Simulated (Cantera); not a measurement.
Cantera run, input and output.

```python
import numpy as np
import cantera as ct

surf = ct.Interface("ptcombust.yaml", "Pt_surf")
gas = surf.adjacent["gas"]
gas.TPX = 300, 39000, {'H2': 0.013, 'O2': 0.052, 'N2': 0.79}
jet = ct.ImpingingJet(gas=gas, width=0.041, surface=surf)
jet.inlet.mdot, jet.inlet.T, jet.inlet.X = 0.024, 300, {'H2': 0.013, 'O2': 0.052, 'N2': 0.79}
jet.set_refine_criteria(ratio=10, slope=0.2, curve=0.3)
show, cover = ['H2', 'O2', 'H2O', 'OH'], ["PT(S)", "H(S)", "O(S)", "OH(S)", "CO(S)", "C(S)"]

rows = []
print(f"{'Ts/K':>7s}" + "".join(f"{s:>11s}" for s in show + cover) + "   (gas at the wall, coverages)")
for i, Ts in enumerate([600, 650, 700, 750, 800, 850, 900, 950]):
    jet.surface.T = Ts
    if i == 0:
        surf.TP = Ts, 39000
        surf.coverages = "PT(S):0.5, O(S):0.5"
        surf.advance_coverages(1.0)
        jet.set_initial_guess(products="inlet")
    jet.solve(loglevel=0, auto=(i == 0))
    rows.append([*(jet.X[gas.species_index(s), -1] for s in show), *surf[cover].coverages])
    print(f"{Ts:7g}" + "".join(f"{x:11.3e}" for x in rows[-1]))
```

It prints:

```
   Ts/K         H2         O2        H2O         OH      PT(S)       H(S)       O(S)      OH(S)      CO(S)       C(S)   (gas at the wall, coverages)
    600  6.193e-04  4.534e-02  2.805e-02  7.289e-13  2.253e-02  6.256e-10  9.708e-01  6.693e-03  9.761e-22  2.104e-25
    650  6.048e-04  4.538e-02  2.787e-02  9.322e-12  2.420e-02  9.997e-10  9.713e-01  4.536e-03 -9.629e-22 -2.557e-25
    700  5.253e-04  4.534e-02  2.783e-02  7.845e-11  2.928e-02  1.993e-09  9.673e-01  3.445e-03  1.764e-18 -6.992e-30
    750  3.663e-04  4.522e-02  2.797e-02  4.349e-10  4.465e-02  5.640e-09  9.523e-01  3.060e-03  4.420e-18  1.918e-25
    800  2.300e-04  4.511e-02  2.809e-02  1.811e-09  7.474e-02  1.833e-08  9.223e-01  2.939e-03  1.391e-16  6.079e-24
    850  1.513e-04  4.506e-02  2.811e-02  6.265e-09  1.181e-01  5.327e-08  8.791e-01  2.804e-03  3.118e-17  7.458e-23
    900  1.077e-04  4.504e-02  2.808e-02  1.910e-08  1.711e-01  1.321e-07  8.262e-01  2.611e-03  4.833e-17  2.683e-21
    950  8.287e-05  4.505e-02  2.802e-02  5.181e-08  2.305e-01  2.855e-07  7.672e-01  2.381e-03  2.003e-22  9.848e-25
```

Detailed kinetics in Cantera: Deutschmann's 1995 Pt surface mechanism with GRI-Mech 3.0 gas chemistry. Catalytic surfaces can have several steady states; this one follows from the mechanism file's or the stated starting coverage.
